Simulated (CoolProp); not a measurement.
Vapour-liquid equilibrium of R22 (1) + C3F8 (R218) (2) at 248.9 K; x and y are mole fractions of (1).

Values from CoolProp's multi-fluid Helmholtz-energy mixture model, Kamei 1995 and Lemmon 2006; pair parameters Bell 2016.

Problem. Give the bubble pressure and the first vapour's composition at x = 0.05, 0.25, 0.95. Is there an azeotrope?

Solution. x = 0.05: 0.1930 MPa, y = 0.140; x = 0.25: 0.2456 MPa, y = 0.427; x = 0.95: 0.2309 MPa, y = 0.864. y crosses x between x = 0.55 and 0.65: the model has an azeotrope there.

The pair parameters rest on a limited set of measurements; away from them the model extrapolates.
